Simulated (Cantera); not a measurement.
Feed: 1 mol MgO, 1.2 mol SiCl₄, 0.72 mol O₂, at 1002 °C and 8.70 Pa.

Method: chemical equilibrium by Gibbs-energy minimisation in Cantera with the NASA 1993 tables (ideal gas, pure condensed phases). Candidate condensed phases: Mg, MgCl₂, MgO, MgSiO₃, Mg₂SiO₄, Si, SiO₂; 20 gas species. Mutual solubility and eutectic melting of coexisting phases are not modelled. The tables hold silica as quartz up to 1696 K and as liquid above; real silica turns to tridymite and cristobalite and melts near 1996 K. Condensed phases not in the tables: alloys, solid solutions and most ternary compounds. Rates play no part.

Base state: Cl 0.485, MgCl₂ 0.305, Cl₂ 0.209, O₂ 0.00109 (mole fractions); condensed: MgSiO₃(s) + SiO₂(β-quartz).

What changes in the equilibrium state with this change: pressure from 8.70 Pa to 10000 Pa?


| species | before | after |
|---|---|---|
| Cl₂ | 0.209 | 0.720 |
| MgCl₂ | 0.305 | 0.253 |
| Cl | 0.485 | 0.0265 |
| SiCl₄ | 9.03e-7 | 0.000715 |
| O₂ | 0.00109 | 1.63e-5 |
| MgSiO₃(s), mol | 0.0331 | 0.0427 |
| SiO₂(β-quartz), mol | 1.17 | 1.16 |
| MgCl₂(l), mol | 0 | 0.460 |
